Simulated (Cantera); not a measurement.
A perfectly stirred reactor is fed with CH₄ : N₂ = 1 : 3.4 (molar parts), at 10.00 Torr; it is held at 1550 K, and followed from long to short residence time.

Computed with Cantera and GRI-Mech 3.0 (53 species, 325 reactions). GRI-Mech 3.0 stops at C3 and has no aromatics, soot or wall deposition, so with more carbon than oxygen in the feed, carbon stays in small species such as C2H2 where larger ones or solid carbon would form. Radical loss at walls, strong at low pressure, is not modelled.

Q: Predict: x(CH₄) at τ = 0.450 s; x(C₂H₆) at τ = 0.450 s; x(C₂H) at τ = 0.450 s; x(C₂H₂) at τ = 0.450 s; x(HCN) at τ = 0.450 s; x(CH₄) at τ = 7.40 ms; x(C₂H₆) at τ = 7.40 ms; x(C₂H₂) at τ = 7.40 ms.

A: 
```
Quantity                  Value
----------------------  -------
x(CH₄) at τ = 0.450 s     0.187
x(C₂H₆) at τ = 0.450 s  8.93e-5
x(C₂H) at τ = 0.450 s   8.21e-9
x(C₂H₂) at τ = 0.450 s   0.0124
x(HCN) at τ = 0.450 s   5.01e-9
x(CH₄) at τ = 7.40 ms     0.227
x(C₂H₆) at τ = 7.40 ms  1.85e-7
x(C₂H₂) at τ = 7.40 ms  1.58e-8
```
